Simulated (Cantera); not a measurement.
# Adiabatic ignition

An adiabatic, constant-volume homogeneous reactor starts with 17.4 % CO, 2.79 % H2, 4.70 % CH4, 15.0 % O2, 56.4 % N2, 3.66 % CO2, at 1573 K and 2250 Torr.

Computed with Cantera and GRI-Mech 3.0 (53 species, 325 reactions).

| t (s) | T (K) | P (bar) | x CO | x H2 | x CH4 | x OH | x N2O | x CH3 | x C2H |
|---|---|---|---|---|---|---|---|---|---|
| 1.00e-6 | 1573 | 3.00 | 0.174 | 0.0279 | 0.0470 | 1.39e-7 | 1.39e-12 | 1.41e-6 | <1e-12 |
| 2.89e-6 | 1573 | 3.00 | 0.174 | 0.0279 | 0.0470 | 3.04e-7 | 7.47e-12 | 6.96e-6 | <1e-12 |
| 8.38e-6 | 1573 | 3.00 | 0.174 | 0.0279 | 0.0470 | 1.13e-6 | 4.90e-11 | 4.29e-5 | <1e-12 |
| 2.42e-5 | 1577 | 3.01 | 0.174 | 0.0276 | 0.0460 | 1.75e-5 | 9.54e-10 | 0.000637 | <1e-12 |
| 7.02e-5 | 2937 | 5.54 | 0.136 | 0.0141 | <1e-12 | 0.0200 | 9.35e-7 | <1e-12 | <1e-12 |
| 0.000203 | 2995 | 5.62 | 0.133 | 0.0136 | <1e-12 | 0.0182 | 1.20e-6 | <1e-12 | <1e-12 |
| 0.000588 | 2987 | 5.61 | 0.133 | 0.0137 | <1e-12 | 0.0176 | 1.28e-6 | <1e-12 | <1e-12 |
| 0.00170 | 2987 | 5.61 | 0.133 | 0.0137 | <1e-12 | 0.0176 | 1.28e-6 | <1e-12 | <1e-12 |
| 0.00492 | 2987 | 5.61 | 0.133 | 0.0137 | <1e-12 | 0.0176 | 1.28e-6 | <1e-12 | <1e-12 |
| 0.0143 | 2987 | 5.61 | 0.133 | 0.0137 | <1e-12 | 0.0176 | 1.28e-6 | <1e-12 | <1e-12 |
| 0.0412 | 2987 | 5.61 | 0.133 | 0.0137 | <1e-12 | 0.0176 | 1.28e-6 | <1e-12 | <1e-12 |
| 0.119 | 2987 | 5.61 | 0.133 | 0.0137 | <1e-12 | 0.0176 | 1.28e-6 | <1e-12 | <1e-12 |
| 0.346 | 2987 | 5.61 | 0.133 | 0.0137 | <1e-12 | 0.0176 | 1.28e-6 | <1e-12 | <1e-12 |
| 1.00 | 2987 | 5.61 | 0.133 | 0.0137 | <1e-12 | 0.0176 | 1.28e-6 | <1e-12 | <1e-12 |
x: mole fraction; the columns are a selection and need not sum to one.

- time of steepest temperature rise = 52.1 µs
- temperature at 1.00 s = 2987 K
- equilibrium temperature = 2987 K
- x(CO) at 1.00 s = 0.133 (gas-phase equilibrium 0.133)
- x(H2) at 1.00 s = 0.0137 (gas-phase equilibrium 0.0137)
- x(CH4) at 1.00 s = <1e-12 (gas-phase equilibrium <1e-12)
